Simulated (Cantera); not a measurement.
What does this Cantera script print?

```python
import numpy as np
import cantera as ct

gas = ct.Solution("gri30.yaml")
gas.TPX = 1073, 130000, {'CH4': 1, 'O2': 0.952, 'N2': 3.58}
reactor = ct.IdealGasReactor(gas, energy="on", clone=False)
net = ct.ReactorNet([reactor])
net.rtol, net.atol = 1e-08, 1e-16
show = ['CH4', 'O2', 'HCN', 'CH2', 'H2', 'OH']
times = np.geomspace(5e-06, 0.4, 11)

steps = ct.SolutionArray(gas, extra=["t"])
rows = []
print(f"{'t/s':>10s}{'T/K':>9s}{'P/Pa':>11s}" + "".join(f"{s:>11s}" for s in show))
for t in times:
    while net.time < t:
        t_next = net.step()
        steps.append(gas.state, t=t_next)
    rows.append([np.interp(t, steps.t, y) for y in (steps.T, steps.P, *steps(*show).X.T)])
    print(f"{t:10.3e}{rows[-1][0]:9.1f}{rows[-1][1]:11.4g}" + "".join(f"{x:11.3e}" for x in rows[-1][2:]))
rate = np.gradient(steps.T, steps.t)
print("integrator steps:", len(steps.t))
if steps.T.max() > steps.T[0] + 200:
    print(f"time of steepest temperature rise: {steps.t[rate.argmax()]:.4e} s")
gas.TPX = 1073, 130000, {'CH4': 1, 'O2': 0.952, 'N2': 3.58}
gas.equilibrate("UV")
print(f"equilibrium (UV): T = {gas.T:.1f} K  " + "  ".join(f"{s} {gas[s].X[0]:.3e}" for s in show))
```

Output:

```
       t/s      T/K       P/Pa        CH4         O2        HCN        CH2         H2         OH
 5.000e-06   1073.0    1.3e+05  1.808e-01  1.721e-01  3.907e-29  1.374e-21  7.432e-13  8.605e-14
 1.546e-05   1073.0    1.3e+05  1.808e-01  1.721e-01  3.770e-28  1.291e-20  2.918e-12  2.404e-13
 4.782e-05   1073.0    1.3e+05  1.808e-01  1.721e-01  3.663e-27  1.265e-19  1.279e-11  7.384e-13
 1.479e-04   1073.0    1.3e+05  1.808e-01  1.721e-01  3.542e-26  1.288e-18  7.571e-11  2.472e-12
 4.573e-04   1073.0    1.3e+05  1.808e-01  1.721e-01  3.658e-25  1.555e-17  6.807e-10  9.606e-12
 1.414e-03   1073.0    1.3e+05  1.808e-01  1.721e-01  4.550e-24  2.722e-16  9.617e-09  4.607e-11
 4.373e-03   1073.0    1.3e+05  1.808e-01  1.721e-01  9.114e-23  5.143e-15  1.734e-07  1.988e-10
 1.352e-02   1073.1    1.3e+05  1.807e-01  1.721e-01  9.715e-22  1.091e-14  1.311e-06  2.841e-10
 4.183e-02   1073.4    1.3e+05  1.807e-01  1.720e-01  5.268e-21  1.729e-14  6.712e-06  4.076e-10
 1.293e-01   1075.4  1.303e+05  1.803e-01  1.718e-01  5.894e-20  6.041e-14  5.419e-05  1.088e-09
 4.000e-01   2415.4  3.489e+05  3.634e-10  1.991e-06  4.641e-07  4.989e-12  1.800e-01  4.928e-04
integrator steps: 2674
time of steepest temperature rise: 3.5655e-01 s
equilibrium (UV): T = 2415.4 K  CH4 4.107e-10  O2 1.991e-06  HCN 4.631e-07  CH2 5.572e-12  H2 1.800e-01  OH 4.928e-04
```

Cantera simulation using GRI-Mech 3.0 (53 species, 325 reactions); the numbers are that mechanism's predictions, not measurements.
